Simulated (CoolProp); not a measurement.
Aqueous ethylene glycol as a coolant, at 6 °C, 1 atm.

Model: Melinder's fits for secondary coolants, in CoolProp.

```csv
mass %,freezing point (°C),viscosity (mPa s),density (kg/m³),conductivity (W/(m K)),cp (kJ/(kg K))
3.8,-1.2,1.62,1004,0.558,4.137
10.9,-3.7,1.97,1014,0.529,4.025
17.9,-6.8,2.42,1025,0.500,3.909
25,-11.0,2.97,1036,0.471,3.777
32.1,-16.3,3.65,1046,0.444,3.632
39.2,-23.0,4.47,1057,0.417,3.478
46.3,-31.1,5.51,1067,0.393,3.320
```
